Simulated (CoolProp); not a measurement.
Vapour-liquid equilibrium of 1-butene (1) + n-butane (2) at -32.15 °C; x and y are mole fractions of (1).

Computed with CoolProp (multi-fluid Helmholtz-energy mixture model, Lemmon 2005 and Bücker 2006; pair parameters Bell 2016).

| x | bubble pressure, mixture model (MPa) | bubble pressure, Raoult's law (MPa) | y, mixture model | y, Raoult's law |
|---|---|---|---|---|
| 0.05 | 0.02573 | 0.02570 | ? | 0.063 |
| 0.125 | 0.02634 | 0.02625 | 0.158 | 0.155 |
| 0.2 | ? | 0.02680 | 0.248 | 0.244 |
| 0.275 | 0.02757 | 0.02734 | 0.333 | 0.328 |
| 0.35 | 0.02818 | 0.02789 | 0.415 | 0.409 |
| 0.425 | 0.02878 | 0.02844 | 0.492 | 0.488 |
| 0.5 | ? | 0.02898 | 0.566 | 0.563 |
| 0.575 | 0.02994 | 0.02953 | ? | 0.635 |
| 0.65 | 0.03048 | 0.03008 | 0.704 | 0.705 |
| 0.725 | 0.03099 | 0.03062 | ? | 0.772 |
| 0.8 | 0.03148 | 0.03117 | 0.833 | 0.837 |
| 0.875 | ? | 0.03172 | 0.895 | 0.900 |
| 0.95 | 0.03237 | 0.03227 | ? | 0.961 |

Q: Some entries are withheld; supply them.

A: 
- 0.05, y, mixture model: 0.064
- 0.2, bubble pressure, mixture model (MPa): 0.02695
- 0.5, bubble pressure, mixture model (MPa): 0.02937
- 0.575, y, mixture model: 0.636
- 0.725, y, mixture model: 0.769
- 0.875, bubble pressure, mixture model (MPa): 0.03194
- 0.95, y, mixture model: 0.958

The largest gap from Raoult's law is +1.4 % in bubble pressure, at x = 0.575. No azeotrope shows between x = 0.05 and 0.95.

The pair parameters rest on a limited set of measurements; away from them the model extrapolates.
